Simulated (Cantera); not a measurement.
Input: 1 mol HgO, 1.1 mol N₂, at 1323 K and 1.80 mbar.

These are equilibrium values from Cantera (NASA tables, ideal gas, pure condensed phases), not measurements of a reactor. Candidate condensed phases: Hg, HgO; 10 gas species. Equilibrium is a limit: real reactors are often held back by kinetics, nucleation or transport.

Base state: N₂ 0.423, Hg 0.385, O₂ 0.192, NO 0.000321 (mole fractions); condensed: gas only.

Problem. What changes in the equilibrium state with this change: HgO replaced by Pb?

Solution. 
| species | before | after |
|---|---|---|
| N₂ | 0.423 | 0.524 |
| Pb | 0 | 0.476 |
| Pb₂ | 0 | 1.34e-5 |
| Hg | 0.385 | 0 |
| O₂ | 0.192 | 0 |
| NO | 0.000321 | 0 |
Further candidate phases: Pb.
